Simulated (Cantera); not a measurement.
A closed system holds: 1 mol V₂O₃, 1.2 mol H₂, 0.14 mol H₂O, at 8.90 mbar.

Cantera equilibrium calculation (NASA polynomials, part measured and part estimated; ideal gas, pure solids and liquids). Candidate condensed phases: H₂O, V, VO, V₂O₃, V₂O₄, V₂O₅; 12 gas species. Condensed phases not in the tables: the oxides between V₂O₃ and V₂O₅ other than VO₂. Rates play no part. All values below are at 1273 K.

Base state: H₂ 0.896, H₂O 0.104 (mole fractions); condensed: V₂O₃(s).

Q: What changes in the equilibrium state with this change: V₂O₃ replaced by Cu₂O?

A: 
| species | before | after |
|---|---|---|
| H₂O | 0.104 | 0.851 |
| H₂ | 0.896 | 0.149 |
| V₂O₃(s), mol | 1.00 | 0 |
| Cu(s), mol | 0 | 2.00 |
Further candidate phases: Cu, CuO, Cu(OH)₂, Cu₂O.
